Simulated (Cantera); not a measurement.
Hydrocarbon pyrolysis for carbon deposition

An isothermal, constant-pressure homogeneous reactor starts with C2H6 : H2 = 1 : 1.1 (molar parts), at 1525 K and 520 Pa.

Computed with Cantera and GRI-Mech 3.0 (53 species, 325 reactions). GRI-Mech 3.0 stops at C3 and has no aromatics, soot or wall deposition, so with more carbon than oxygen in the feed, carbon stays in small species such as C2H2 where larger ones or solid carbon would form. Radical loss at walls, strong at low pressure, is not modelled.

| t (s) | x C2H6 | x H2 | x CH4 | x H | x C2H2 | x CH2 |
|---|---|---|---|---|---|---|
| 2.00e-6 | 0.476 | 0.524 | 5.69e-7 | 3.83e-7 | <1e-12 | 8.31e-12 |
| 1.55e-5 | 0.475 | 0.524 | 3.34e-5 | 1.08e-5 | 6.38e-12 | 3.76e-9 |
| 0.000120 | 0.468 | 0.522 | 0.00172 | 0.000168 | 1.11e-7 | 9.93e-7 |
| 0.000928 | 0.315 | 0.515 | 0.0648 | 0.000965 | 0.00116 | 1.39e-5 |
| 0.00719 | 0.00634 | 0.509 | 0.275 | 0.000968 | 0.0670 | 4.26e-6 |
| 0.0557 | 0.000129 | 0.554 | 0.252 | 0.000154 | 0.134 | 2.27e-7 |
| 0.431 | 3.88e-5 | 0.582 | 0.230 | 9.39e-5 | 0.178 | 8.21e-8 |
| 3.34 | 2.74e-5 | 0.634 | 0.163 | 0.000128 | 0.201 | 9.03e-8 |
| 25.8 | 2.39e-6 | 0.728 | 0.0374 | 0.000211 | 0.234 | 4.84e-8 |
| 200 | 2.60e-8 | 0.753 | 0.00310 | 0.000285 | 0.243 | 7.57e-9 |
x: mole fraction; the columns are a selection and need not sum to one.

Equilibrium at this temperature and pressure: C2H6 5.92e-9, H2 0.755, CH4 0.00109, H 0.000287, C2H2 0.243, CH2 2.74e-9 (gas phase only).
